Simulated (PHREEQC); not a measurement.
Synthetic water in mg/kgw, 25 °C, pH 3.84: Na 2270; K 34.5; Ca 669; Mg 85.6; Cl 1650; S(6) as SO4 4430.

Valence states are taken as typed.

Equilibrium calculation in PHREEQC: Pitzer model, pitzer.dat.

* **ionic strength**: 0.206 mol/kgw
* **specific conductance**: 12800 µS/cm
* **density**: 1.005 g/cm³
* **osmotic coefficient**: 0.823
* **total alkalinity**: -0.387 meq/kg
* **charge-balance error**: 0.6 %

| species | molality | activity | log γ |
|---|---|---|---|
| Na+ | 0.0987 | 0.0726 | -0.133 |
| Cl- | 0.0465 | 0.0333 | -0.146 |
| SO4-2 | 0.0459 | 0.00979 | -0.671 |
| Ca+2 | 0.0167 | 0.00338 | -0.693 |
| Mg+2 | 0.00352 | 0.000854 | -0.615 |
| K+ | 0.000882 | 0.000635 | -0.143 |
| H+ | 0.000203 | 0.000144 | -0.147 |
| HSO4- | 0.000185 | 0.000135 | -0.136 |

No solid was allowed to form. The solution is supersaturated, for example in Gypsum, so a real one may precipitate; this is no full list.
